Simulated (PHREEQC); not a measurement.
Dissolve 0.0099 mol Na2SiO3 per kg of water at 25 °C. Closed to the air; pH follows from the charge balance.

All values are PHREEQC results (ion-association model, phreeqc.dat), not measurements.

Precipitation was switched off in this run.

Task: Order these Si species by the share of Si that they hold, largest first: H4SiO4, H3SiO4-, H2SiO4-2.

Result: H3SiO4- (92 %), H2SiO4-2 (7.3 %), H4SiO4 (0.68 %)

The pH is 11.90 and the ionic strength 0.0205 mol/kgw. Species that the database lacks are ignored.
